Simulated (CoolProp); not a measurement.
R407C along the isotherm 372.6 K: density (kg/m³) from the reference equation and from simpler models built on Tc = 359.3 K, pc = 4.632 MPa, ω = 0.363; each cubic takes its own stable root.

Values from CoolProp's reference Helmholtz-energy equation of state, Lemmon 2003. It is a pseudo-pure fit of the blend.

| p (MPa) | phase | reference | ideal gas | Soave-Redlich-Kwong |
|---|---|---|---|---|
| 0.165 | gas | 4.645 | 4.591 | 4.641 |
| 0.331 | gas | 9.431 | 9.210 | 9.414 |
| 0.496 | gas | 14.31 | 13.80 | 14.27 |
| 0.662 | gas | 19.34 | 18.42 | 19.27 |
| 0.827 | gas | 24.47 | … | 24.36 |
| 0.993 | gas | 29.78 | 27.63 | 29.61 |
| 1.16 | gas | 35.27 | 32.28 | … |
| 1.32 | gas | 40.69 | 36.73 | … |
| 1.49 | gas | 46.62 | 41.46 | 46.19 |
| 1.65 | gas | 52.38 | 45.91 | 51.83 |
| 1.82 | gas | 58.71 | 50.64 | 58.01 |
| 1.99 | gas | 65.27 | 55.37 | … |
| 2.15 | gas | 71.67 | 59.83 | … |
| 2.32 | gas | 78.74 | 64.56 | 77.42 |

Question: Some entries are withheld; supply them.

Answer: 
- 0.827, ideal gas: 23.01
- 1.16, Soave-Redlich-Kwong: 35.03
- 1.32, Soave-Redlich-Kwong: 40.36
- 1.99, Soave-Redlich-Kwong: 64.39
- 2.15, Soave-Redlich-Kwong: 70.59
